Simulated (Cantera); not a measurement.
Feed: 1 mol Fe₂O₃, 0.32 mol O₂, 0.075 mol CO₂, equilibrated at 1848.15 K and 0.0520 bar.

Method: chemical equilibrium by Gibbs-energy minimisation in Cantera with the NASA 1993 tables (ideal gas, pure condensed phases). Candidate condensed phases: C, Fe, Fe(CO)₅, FeO, Fe₂O₃, Fe₃O₄; 15 gas species. Equilibrium is a limit: real reactors are often held back by kinetics, nucleation or transport.

Base state: O₂ 0.866, CO₂ 0.133, O 0.000774, CO 0.000210 (mole fractions); condensed: Fe₃O₄(s).

Q: What changes in the equilibrium state with this change: CO₂ from 0.075 to 2 mol?

A: 
```json
[
 {"species": "CO₂", "before": "0.133", "after": "0.800"},
 {"species": "O₂", "before": "0.866", "after": "0.197"},
 {"species": "CO", "before": "0.000210", "after": "0.00265"},
 {"species": "O", "before": "0.000774", "after": "0.000369"},
 {"species": "Fe₃O₄(s), mol", "before": "0.667", "after": "0.667"}
]
```
